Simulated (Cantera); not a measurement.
Input: 1 mol SiH4, 0.22 mol O3, 0.75 mol H2, 1.3 mol N2O, at 1823 K and 22000 Pa.

Method: chemical equilibrium by Gibbs-energy minimisation in Cantera with the NASA 1993 tables (ideal gas, pure condensed phases). Candidate condensed phases: H2O, Si, SiO2, Si2N2O, Si3N4; 35 gas species. The tables hold silica as quartz up to 1696 K and as liquid above; real silica turns to tridymite and cristobalite and melts near 1996 K. The numbers say what is thermodynamically allowed, not how fast it happens.

Base state: H2 0.670, N2 0.317, SiO 0.0107, H2O 0.000969, H 0.000756 (mole fractions); condensed: SiO2(condensed).

Problem. What changes in the equilibrium state with this change: O3 from 0.22 to 2.7 mol?

Solution. 
```json
[
 {"species": "H2O", "before": "0.000969", "after": "0.430"},
 {"species": "O2", "before": "<1e-9", "after": "0.362"},
 {"species": "N2", "before": "0.317", "after": "0.202"},
 {"species": "H2", "before": "0.670", "after": "0.000101"},
 {"species": "SiO", "before": "0.0107", "after": "3.66e-9"},
 {"species": "NO", "before": "1.28e-9", "after": "0.00299"},
 {"species": "O", "before": "<1e-9", "after": "0.000194"},
 {"species": "OH", "before": "7.61e-8", "after": "0.00274"},
 {"species": "H", "before": "0.000756", "after": "9.30e-6"},
 {"species": "SiO2(condensed), mol", "before": "0.956", "after": "1.00"}
]
```
Gases not in the tables: Si(OH)4.
